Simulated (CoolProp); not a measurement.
CF4 (R14) at 438.19 K and 3.27 MPa flows at 0.21 m/s in a round tube of 6 mm bore and 45 µm roughness, fully developed (64/Re and Nu = 3.66 if laminar; Colebrook and Gnielinski if turbulent). Each further row changes one setting.

Model: reference Helmholtz-energy equation of state, Platzer 1990, in CoolProp. This equation is an older, rougher fit.

```json
[
 {"case": "as stated", "Reynolds number": "?", "Darcy friction factor": "0.0467", "pressure drop (Pa/m)": "?", "heat-transfer coefficient (W/(m² K))": "77.3", "mass flow (kg/h)": "1.71"},
 {"case": "velocity 0.42 m/s", "Reynolds number": "8190", "Darcy friction factor": "0.0416", "pressure drop (Pa/m)": "48.9", "heat-transfer coefficient (W/(m² K))": "?", "mass flow (kg/h)": "?"},
 {"case": "diameter 12 mm", "Reynolds number": "8190", "Darcy friction factor": "?", "pressure drop (Pa/m)": "5.50", "heat-transfer coefficient (W/(m² K))": "?", "mass flow (kg/h)": "6.84"}
]
```

Some entries are withheld; supply them.


- as stated, Reynolds number: 4090
- as stated, pressure drop (Pa/m): 13.7
- velocity 0.42 m/s, heat-transfer coefficient (W/(m² K)): 158
- velocity 0.42 m/s, mass flow (kg/h): 3.42
- diameter 12 mm, Darcy friction factor: 0.0374
- diameter 12 mm, heat-transfer coefficient (W/(m² K)): 70.6

Viscosity comes from a separate model (Huber 2003), an estimate that may be off by 10 % or more. Thermal conductivity comes from a separate model (Huber 2003), an estimate that may be off by 10 % or more.
